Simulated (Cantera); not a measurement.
Feed: 1 mol SiH2Cl2, 0.11 mol O2, 5.9 mol N2, at 750 K and 0.0320 bar.

Method: chemical equilibrium by Gibbs-energy minimisation in Cantera with the NASA 1993 tables (ideal gas, pure condensed phases). Candidate condensed phases: H2O, NH4Cl, Si, SiO2, Si2N2O, Si3N4; 47 gas species. N2 is the only nitrogen source here; it is nearly inert below about 1500 K, so the nitride shown seldom forms there in practice. Rates play no part.

Base state: N2 0.758, HCl 0.138, H2 0.0695, SiCl4 0.0347 (mole fractions); condensed: Si2N2O(s) + Si3N4(s).

**Question.** What changes in the equilibrium state with this change: temperature from 750 K to 2025 K?

**Answer.** 
```csv
species,before,after
N2,0.758,0.723
H2,0.0695,0.0912
SiCl2,<1e-9,0.0902
HCl,0.138,0.0594
SiO,<1e-9,0.0270
SiCl4,0.0347,5.50e-6
H,<1e-9,0.00325
Si,<1e-9,0.00182
"Si2N2O(s), mol",0.220,0
"Si3N4(s), mol",0.103,0
"Si(l), mol",0,0.00698
```
The tables' values for SiCl, SiCl3, SiN are old estimates; treat these amounts as uncertain. Gases not in the tables: Si2H6 and higher silanes.
